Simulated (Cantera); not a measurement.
Charge: 1 mol Si2Cl6, 43 mol N2, at 1175 K and 0.290 bar.

Cantera equilibrium calculation (NASA polynomials, part measured and part estimated; ideal gas, pure solids and liquids). Candidate condensed phases: Si, Si3N4; 13 gas species. The feed counts by its element totals alone. N2 is the only nitrogen source here; it is nearly inert below about 1500 K, so the nitride shown seldom forms there in practice. The tables' values for SiCl3 are old estimates; treat these amounts as uncertain. The numbers say what is thermodynamically allowed, not how fast it happens.

Base state: N2 0.966, SiCl4 0.0338, SiCl3 0.000235, SiCl2 1.60e-5 (mole fractions); condensed: Si3N4(s).

Problem. What changes in the equilibrium state with this change: Si2Cl6 replaced by Si3H8?

Solution. 
| species | before | after |
|---|---|---|
| N2 | 0.966 | 0.911 |
| H2 | 0 | 0.0889 |
| SiCl4 | 0.0338 | 0 |
| SiCl3 | 0.000235 | 0 |
| SiCl2 | 1.60e-5 | 0 |
| Si3N4(s), mol | 0.166 | 1.00 |
